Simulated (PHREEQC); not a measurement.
Make-up at 20 °C: 1.2 mmol/kgw CuSO4, 0.49 mmol/kgw H2SO4 and 1 mmol/kgw H3BO3. Closed to the air; pH follows from the charge balance.

All values are PHREEQC results (ion-association model, wateq4f.dat), not measurements.

```tsv
quantity	before	after
pH	3.08	5.34
ionic strength (mol/kgw)	0.00546	0.00560
SO4-2 (mol/kgw)	0.00145	0.00152
HSO4- (mol/kgw)	8.38e-5	4.84e-7
H2BO3- (mol/kgw)	6.82e-10	1.24e-7
```

Problem. Name the change that produced these shifts.
A. diluted 2-fold with water
B. 3.8e-05 mol/kgw LiOH added
C. CuSO4 left out
D. temperature from 20 to 35 °C
E. H2SO4 replaced by Rb2SO4 at the same molality

Solution. E, H2SO4 replaced by Rb2SO4 at the same molality

This is a speciation only: nothing precipitates in the calculation. Some of these states are supersaturated (in Brochantite, Antlerite, for instance).
